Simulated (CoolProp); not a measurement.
Vapour-liquid equilibrium of hydrogen sulfide (1) + n-butane (2) at 2.66 bar; x and y are mole fractions of (1).

Model: multi-fluid Helmholtz-energy mixture model, Lemmon 2006 and Bücker 2006; pair parameters Kunz 2012, in CoolProp.

```tsv
x	bubble temperature (K)	y at the bubble point	dew temperature at overall composition x (K)	liquid density (mol/L)
0.05	283.1	0.450	299.4	10.37
0.2	255.0	…	293.9	11.84
0.35	245.2	0.907	287.8	…
0.5	241.0	0.932	280.5	15.32
0.65	238.7	0.946	271.5	17.83
0.8	236.8	…	…	21.09
0.95	…	0.985	238.1	25.19
```

Task: Some entries are withheld; supply them.

Result: 
- 0.2, y at the bubble point: 0.836
- 0.35, liquid density (mol/L): 13.39
- 0.8, y at the bubble point: 0.960
- 0.8, dew temperature at overall composition x (K): 259.0
- 0.95, bubble temperature (K): 234.8

No azeotrope shows between x = 0.05 and 0.95.

The pair parameters rest on a limited set of measurements; away from them the model extrapolates. With so large a gap from Raoult's law the liquid may split in two, which this calculation doesn't test in full.
